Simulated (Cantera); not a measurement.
Input: 1 mol CH3SiCl3, 0.013 mol CH4, 4.3 mol H2, equilibrated at 1300 K and 0.100 bar.

Cantera equilibrium calculation (NASA polynomials, part measured and part estimated; ideal gas, pure solids and liquids). The feed counts by its element totals alone. The tables' values for SiCl3 are old estimates; treat these amounts as uncertain. Equilibrium is a limit: real reactors are often held back by kinetics, nucleation or transport.

```
species             before     after
----------------  --------  --------
H2                   0.643     0.674
HCl                  0.335     0.310
SiCl4               0.0175    0.0117
SiCl3              0.00201   0.00149
SiHCl3             0.00153   0.00116
SiCl2              0.00137   0.00113
SiH2Cl2            1.89e-5   1.62e-5
CH4               0.000325  0.000357
C(graphite), mol     0.172     0.614
SiC(s), mol          0.839     0.873
```
Gas species are given as mole fractions.

Question: Name the change that produced these shifts.
A) temperature from 1300 K to 2223 K
B) H2 from 4.3 to 200 mol
C) CH4 from 0.013 to 0.49 mol
D) temperature from 1300 K to 1000 K

Answer: C, CH4 from 0.013 to 0.49 mol
